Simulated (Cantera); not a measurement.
An adiabatic, constant-volume homogeneous reactor starts with 10.5 % H2, 12.2 % O2, 70.7 % N2, 6.61 % H2O, at 1048 K and 270000 Pa.

Cantera simulation using the H2/O2 subset of GRI-Mech 3.0, which has no nitrogen chemistry; the numbers are that mechanism's predictions, not measurements. The hydrogen kinetics of GRI-Mech 3.0 are dated; newer H2 mechanisms differ, most at raised pressure.

x: mole fraction; the columns are a selection and need not sum to one.

```csv
t (s),T (K),P (bar),x H2,x O2,x H2O,x O,x H2O2,x OH,x HO2
2.00e-6,1048,2.70,0.105,0.122,0.0661,1.59e-11,<1e-12,7.27e-12,2.79e-10
6.32e-6,1048,2.70,0.105,0.122,0.0661,4.26e-11,1.29e-12,1.65e-11,1.20e-9
2.00e-5,1048,2.70,0.105,0.122,0.0661,5.87e-11,1.70e-11,2.20e-11,4.89e-9
6.32e-5,1048,2.70,0.105,0.122,0.0661,6.29e-11,1.97e-10,2.37e-11,(withheld)
0.000200,1048,2.70,0.105,0.122,0.0661,7.63e-11,(withheld),2.95e-11,(withheld)
0.000632,1048,2.70,0.105,0.122,0.0661,1.45e-10,2.10e-8,6.31e-11,2.25e-7
0.00200,1048,2.70,0.105,0.122,0.0661,9.60e-10,3.28e-7,4.96e-10,1.77e-6
0.00632,1058,2.72,0.104,0.121,0.0671,3.87e-7,0.000169,3.28e-7,8.87e-5
0.0200,1977,4.83,7.41e-5,0.0727,0.180,6.93e-5,1.83e-7,0.00127,2.32e-6
0.0632,1977,4.83,7.41e-5,0.0727,0.180,6.93e-5,1.83e-7,0.00127,2.32e-6
0.200,1977,4.83,7.41e-5,0.0727,0.180,6.93e-5,1.83e-7,0.00127,2.32e-6
```

Q: Some entries are withheld; supply them.

A: 
- 6.32e-5, x HO2: 1.72e-8
- 0.000200, x H2O2: 2.06e-9
- 0.000200, x HO2: 5.85e-8
